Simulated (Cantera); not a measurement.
An isothermal, constant-pressure homogeneous reactor starts with 70.0 % CH₄, 28.0 % H₂O, 1.96 % N₂, at 1523 K and 3.26 atm.

Cantera simulation using GRI-Mech 3.0 (53 species, 325 reactions); the numbers are that mechanism's predictions, not measurements. GRI-Mech 3.0 stops at C3 and has no aromatics, soot or wall deposition, so with more carbon than oxygen in the feed, carbon stays in small species such as C2H2 where larger ones or solid carbon would form.

Predict: x(CH₄) at 4.00 s; x(H₂O) at 4.00 s; x(CO) at 4.00 s; x(HCO) at 4.00 s; x(C₂H₂) at 4.00 s; x(CH₂) at 4.00 s.


| Quantity | Value |
|---|---|
| x(CH₄) at 4.00 s | 0.206 (gas-phase equilibrium 0.168) |
| x(H₂O) at 4.00 s | 0.106 (gas-phase equilibrium 8.15e-6) |
| x(CO) at 4.00 s | 0.0726 (gas-phase equilibrium 0.167) |
| x(HCO) at 4.00 s | 3.24e-9 (gas-phase equilibrium 8.13e-9) |
| x(C₂H₂) at 4.00 s | 0.0694 (gas-phase equilibrium 0.0257) |
| x(CH₂) at 4.00 s | 1.86e-9 (gas-phase equilibrium 7.78e-10) |
